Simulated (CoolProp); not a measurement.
Nitrous oxide along the isotherm -24.25 °C: fugacity coefficient from the reference equation and from simpler models built on Tc = 36.4 °C, pc = 72.45 bar, ω = 0.161; each cubic takes its own stable root.

Values from CoolProp's reference Helmholtz-energy equation of state, Lemmon 2006. It is a short technical equation, of lower accuracy than the large ones.

```json
[
 {"p (bar)": "32.9", "phase": "liquid", "reference": "0.4232"},
 {"p (bar)": "65.9", "phase": "liquid", "reference": "0.2262"},
 {"p (bar)": "98.8", "phase": "liquid", "reference": "0.1614"},
 {"p (bar)": "132", "phase": "liquid", "reference": "0.1292"},
 {"p (bar)": "165", "phase": "liquid", "reference": "0.1104"},
 {"p (bar)": "198", "phase": "liquid", "reference": "0.09828"},
 {"p (bar)": "231", "phase": "liquid", "reference": "0.08991"},
 {"p (bar)": "263", "phase": "liquid", "reference": "0.08409"},
 {"p (bar)": "296", "phase": "liquid", "reference": "0.07967"},
 {"p (bar)": "329", "phase": "liquid", "reference": "0.07640"},
 {"p (bar)": "362", "phase": "liquid", "reference": "0.07399"}
]
```

Q: How far does each simpler model (van der Waals, Redlich-Kwong, Soave-Redlich-Kwong, Peng-Robinson) lie from the reference over these 11 states: mean and median of the absolute difference, and the worst?

A: 
- van der Waals: mean 99.2 %, median 99.1 %, worst +131.9 % at -24.25 °C and 362 bar
- Redlich-Kwong: mean 19.4 %, median 19.7 %, worst +22.7 % at -24.25 °C and 362 bar
- Soave-Redlich-Kwong: mean 4.6 %, median 4.7 %, worst +6.9 % at -24.25 °C and 362 bar
- Peng-Robinson: mean 1.9 %, median 1.9 %, worst -3.5 % at -24.25 °C and 362 bar
